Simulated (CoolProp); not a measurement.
cis-2-butene along the isobar 207 bar: fugacity coefficient from the reference equation and from simpler models built on Tc = 162.6 °C, pc = 42.36 bar, ω = 0.202; each cubic takes its own stable root.

Computed with CoolProp (reference Helmholtz-energy equation of state, Lemmon 2005). It is a short technical equation, of lower accuracy than the large ones.

```csv
T (°C),phase,reference
-123.05,liquid,7.271e-7
-95.35,liquid,2.347e-5
-67.65,liquid,0.0002610
-39.95,liquid,0.001494
-12.25,liquid,0.005524
15.45,liquid,0.01508
43.15,liquid,0.03314
70.85,liquid,0.06202
98.55,liquid,0.1027
126.25,liquid,0.1549
153.95,liquid,0.2165
181.65,supercritical,0.2851
209.35,supercritical,0.3574
```

**Question.** How far does each simpler model (van der Waals, Redlich-Kwong, Soave-Redlich-Kwong, Peng-Robinson) lie from the reference over these 13 states: mean and median of the absolute difference, and the worst?

**Answer.** 
- van der Waals: mean 23916.8 %, median 265.7 %, worst +271664.5 % at -123.05 °C and 207 bar
- Redlich-Kwong: mean 55.0 %, median 42.8 %, worst +127.6 % at -95.35 °C and 207 bar
- Soave-Redlich-Kwong: mean 10.2 %, median 8.8 %, worst +28.8 % at -123.05 °C and 207 bar
- Peng-Robinson: mean 7.0 %, median 2.0 %, worst +47.6 % at -123.05 °C and 207 bar
